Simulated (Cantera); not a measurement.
Reactions in the system F-Mg-S

Cantera with NASA thermochemical tables; ideal gases at 1 bar, condensed phases pure. Values are per mole of reaction as written; species without (g) are pure solids or liquids, kept so even where they would boil at 1 bar.

SF6(g) + MgF2 ⇌ 8 F(g) + MgS

```csv
T (K),ΔH° (kJ),ΔS° (J/K),ΔG° (kJ),log10 K
950,2645.5,999.9,1695.6,-93.23
975,2645.3,999.7,1670.6,-89.50
1000,2645.1,999.5,1645.6,-85.96
1025,2644.9,999.3,1620.6,-82.59
1050,2644.7,999.1,1595.7,-79.38
1075,2644.5,998.9,1570.7,-76.32
1100,2644.2,998.7,1545.7,-73.40
1125,2644.0,998.4,1520.7,-70.61
1150,2643.7,998.2,1495.8,-67.94
1175,2643.4,998.0,1470.8,-65.38
```
